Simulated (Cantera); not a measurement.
# Cu + CO2 + CO (metals in furnace atmospheres)

Charge: 1 mol Cu, 0.25 mol CO2, 25 mol CO, at 1623 K.

These are equilibrium values from Cantera (NASA tables, ideal gas, pure condensed phases), not measurements of a reactor. Candidate condensed phases: C, Cu, CuO, Cu2O; 15 gas species. Kinetics and transport are ignored.

```tsv
P (Pa)	x CO	x Cu	x CO2	x Cu2	x O	x CuO	n Cu(l)
10	0.952	0.0381	0.00952	2.12e-6	5.11e-8	1.71e-9	0
61	0.952	0.0381	0.00952	1.29e-5	8.37e-9	1.71e-9	0
370	0.975	0.0150	0.00975	1.22e-5	1.38e-9	6.72e-10	0.615
2200	0.988	0.00252	0.00988	2.05e-6	2.32e-10	1.13e-10	0.936
13000	0.990	0.000427	0.00990	3.47e-7	3.93e-11	1.91e-11	0.989
82000	0.990	6.77e-5	0.00990	5.50e-8	6.23e-12	3.03e-12	0.998
500000	0.990	1.11e-5	0.00990	9.03e-9	1.02e-12	<1e-12	1.000
3000000	0.990	1.85e-6	0.00990	1.50e-9	<1e-12	<1e-12	1.000
```
x: gas mole fraction; n: condensed amount in mol.

From 0.000100 bar to 0.000610 bar nothing is condensed. From 0.00370 bar to 30.0 bar the condensed part is Cu(l). The main Cu-bearing gas is Cu throughout.
